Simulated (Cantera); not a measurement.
Input: 1 mol SiO2, 0.61 mol C, 0.29 mol N2, equilibrated at 350 Pa.

These are equilibrium values from Cantera (NASA tables, ideal gas, pure condensed phases), not measurements of a reactor. Candidate condensed phases: C, Si, SiC, SiO2, Si2N2O, Si3N4; 34 gas species. N2 is the only nitrogen source here; it is nearly inert below about 1500 K, so the nitride shown seldom forms there in practice. Mutual solubility and eutectic melting of coexisting phases are not modelled. The tables hold silica as quartz up to 1696 K and as liquid above; real silica turns to tridymite and cristobalite and melts near 1996 K. Rates play no part.

### Question
What share of the Si ends up in condensed phases as a function of T (K), at 1025, 1125, 1225, 1325, 1425, 1525, 1625, 1725, 1825, 1925, 2025, 2125?

### Answer
| T (K) | Si condensed (%) | as |
|---|---|---|
| 1025 | 100.0 | SiO2(β-quartz) + Si2N2O(s) |
| 1125 | 100.0 | SiO2(β-quartz) + Si2N2O(s) |
| 1225 | 100.0 | SiO2(β-quartz) + Si2N2O(s) |
| 1325 | 100.0 | SiO2(β-quartz) + Si2N2O(s) |
| 1425 | 99.9 | SiO2(β-quartz) + Si2N2O(s) |
| 1525 | 98.9 | SiO2(β-quartz) + Si2N2O(s) |
| 1625 | 84.5 | SiO2(β-quartz) + Si2N2O(s) |
| 1725 | 39.0 | SiO2(condensed) |
| 1825 | 39.0 | SiO2(condensed) |
| 1925 | 38.8 | SiO2(condensed) |
| 2025 | 38.0 | SiO2(l) |
| 2125 | 35.4 | SiO2(l) |
